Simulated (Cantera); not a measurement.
Input: 1 mol B₂O₃, 0.55 mol O₂, held at 2198.15 K and 4.95 Torr.

Cantera equilibrium calculation (NASA polynomials, part measured and part estimated; ideal gas, pure solids and liquids). Candidate condensed phases: B, B₂O₃; 10 gas species. The numbers say what is thermodynamically allowed, not how fast it happens.

Task: What is the equilibrium state?

Result: x(B₂O₃): 0.543
x(O₂): 0.295
x(BO₂): 0.142
x(O): 0.0179
x(BO): 0.00274
x(B₂O₂): 2.24e-5
gas amount: 1.626 mol
log10 activity of B(s) (absent): -8.06
